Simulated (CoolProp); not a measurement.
Vapour pressure (MPa) of n-perfluorohexane: the reference equation beside estimates from Tc = 174.9 °C, pc = 1.742 MPa, ω = 0.497. Clausius-Clapeyron is anchored at 7.95 °C with a constant enthalpy of vaporisation of 32.93 kJ/mol.

Model: reference Helmholtz-energy equation of state, Gao 2022, in CoolProp.

```
T (°C)  reference  Lee-Kesler  Clausius-Clapeyron  van der Waals  Redlich-Kwong  Soave-Redlich-Kwong  Peng-Robinson
------  ---------  ----------  ------------------  -------------  -------------  -------------------  -------------
0.15     0.008719    0.008686            0.008799         0.1664        0.04236             0.008715       0.009114
7.95      0.01315     0.01310             0.01315         0.1949        0.05620              0.01313        0.01360
15.75     0.01930     0.01922             0.01924         0.2266        0.07317              0.01924        0.01978
23.45     0.02747     0.02739             0.02747         0.2611        0.09341              0.02739        0.02797
31.25     0.03839     0.03832             0.03867         0.2994         0.1178              0.03831        0.03889
38.95     0.05234     0.05231             0.05331         0.3407         0.1462              0.05229        0.05280
46.75     0.07030     0.07035             0.07265         0.3861         0.1797              0.07034        0.07071
54.45     0.09247     0.09264             0.09718         0.4346         0.2178              0.09270        0.09282
62.25      0.1201      0.1205              0.1287         0.4877         0.2620               0.1207         0.1205
```

Absolute difference from the reference over all 9 rows, mean and median: Lee-Kesler 0.3 and 0.3 %, Clausius-Clapeyron 2.2 and 0.9 %, van der Waals 830.1 and 679.9 %, Redlich-Kwong 225.3 and 206.9 %, Soave-Redlich-Kwong 0.2 and 0.2 %, Peng-Robinson 1.7 and 1.3 %.
